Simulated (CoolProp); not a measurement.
Vapour-liquid equilibrium of isobutene (1) + acetone (2) at 125 kPa; x and y are mole fractions of (1).

Values from CoolProp's multi-fluid Helmholtz-energy mixture model, Lemmon 2005 and Lemmon 2006; pair parameters Bell 2016.

```csv
x,bubble temperature (°C),y at the bubble point,dew temperature at overall composition x (°C),liquid density (mol/L)
0.05,45.6,0.455,60.8,12.92
0.125,28.9,0.732,58.4,12.99
0.2,19.2,0.834,55.9,12.91
0.275,13.4,0.880,53.2,12.77
0.35,9.8,0.904,50.2,12.59
0.425,7.5,0.918,47.0,12.40
0.5,5.9,0.928,43.4,12.20
0.575,4.7,0.935,39.4,12.00
0.65,3.7,0.942,34.9,11.80
0.725,2.8,0.949,29.5,11.62
0.8,1.8,0.958,22.8,11.44
0.875,0.7,0.969,14.0,11.28
0.95,-0.6,0.985,2.6,11.14
```

No azeotrope shows between x = 0.05 and 0.95.

Pair parameters are fitted to limited data, so mixtures are less certain than the pure fluids. With so large a gap from Raoult's law the liquid may split in two, which this calculation doesn't test in full.
